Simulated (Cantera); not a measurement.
## Thermal oxidation and active oxidation of silicon: Si + N₂O + N₂ + CO₂

Feed: 1 mol Si, 0.023 mol N₂O, 2.4 mol N₂, a varied amount of CO₂, held at 750 °C and 0.800 Pa.

Cantera equilibrium calculation (NASA polynomials, part measured and part estimated; ideal gas, pure solids and liquids). Candidate condensed phases: C, Si, SiC, SiO₂, Si₂N₂O, Si₃N₄; 34 gas species. Mutual solubility and eutectic melting of coexisting phases are not modelled. Equilibrium is a limit: real reactors are often held back by kinetics, nucleation or transport.

```csv
n(CO₂) (mol),x N₂,x CO,x CO₂,x SiO,n C(graphite),n Si₂N₂O(s),n SiO₂(β-quartz)
0.3,0.940,0.0601,1.03e-8,1.73e-8,0.177,0.500,0
0.46,0.813,0.187,1.00e-7,3.29e-8,0.0170,0.500,0
0.72,0.736,0.264,1.05e-6,9.40e-8,0,0.419,0.162
1.1,0.660,0.340,1.30e-6,9.75e-8,0,0.292,0.415
1.7,0.578,0.422,1.54e-6,1.02e-7,0,0.0923,0.815
2.7,0.473,0.386,0.141,1.02e-12,0,0,1.00
4.2,0.366,0.299,0.336,<1e-12,0,0,1.00
```
x: gas mole fraction; n: condensed amount in mol.

From 0.3 mol CO₂ to 0.46 mol CO₂ the condensed part is C(graphite) + Si₂N₂O(s). From 0.72 mol CO₂ to 1.7 mol CO₂ the condensed part is SiO₂(β-quartz) + Si₂N₂O(s). From 2.7 mol CO₂ to 4.2 mol CO₂ the condensed part is SiO₂(β-quartz).
